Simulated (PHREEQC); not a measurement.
Dissolve 0.0029 mol KNO3 per kg of water at 33 °C. Closed to the air; pH follows from the charge balance.

Computed with PHREEQC (ion-association model, phreeqc.dat).

Each row changes one thing in this solution. No solid was allowed to form.

```json
[
 {"case": "as made", "pH": "6.87", "ionic strength (mol/kgw)": "0.00290"},
 {"case": "KNO3 from 0.0029 to 0.0058 mol/kgw", "pH": "6.87", "ionic strength (mol/kgw)": "0.00580"},
 {"case": "0.005 mol/kgw K2SiO3 added", "pH": "[?]", "ionic strength (mol/kgw)": "0.0131"},
 {"case": "temperature from 33 to 60 °C", "pH": "6.51", "ionic strength (mol/kgw)": "0.00290"},
 {"case": "diluted 2-fold with water", "pH": "6.87", "ionic strength (mol/kgw)": "[?]"}
]
```

Question: What belongs in the gaps?

Answer: 
- 0.005 mol/kgw K2SiO3 added, pH: 11.38
- diluted 2-fold with water, ionic strength (mol/kgw): 0.00145

Species that the database lacks are ignored. Away from 25 °C the constants follow the database's enthalpies or fits; those with neither stay at their 25 °C values.
